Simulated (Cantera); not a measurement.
A perfectly stirred reactor is fed with 8.64 % CH4, 12.4 % O2, 79.0 % N2, equivalence ratio 1.4, at 12.8 atm; it is adiabatic with a 800 K inlet, and is followed from long to short residence time, starting on the burning branch (τ in s: 0.044, 0.022, 0.011, 0.0052, 0.0026, 0.0013, 0.00063, 0.00031, 0.00015, 7.6e-05).

Computed with Cantera and GRI-Mech 3.0 (53 species, 325 reactions). The pressure lies above the range GRI-Mech 3.0 was tuned for (to about 10 atm).

One state of this run: T (K) = 1877; x CH4 = 0.00757; x O2 = 0.00779; x CH2O = 8.38e-5; x CH2 = 2.14e-6; x O = 3.85e-6. x: mole fraction; the columns are a selection and need not sum to one.

### Question
Which value of τ (s) does it belong to?
A) 0.0052
B) 0.00015
C) 0.00063
D) 0.011

### Answer
C, 0.00063
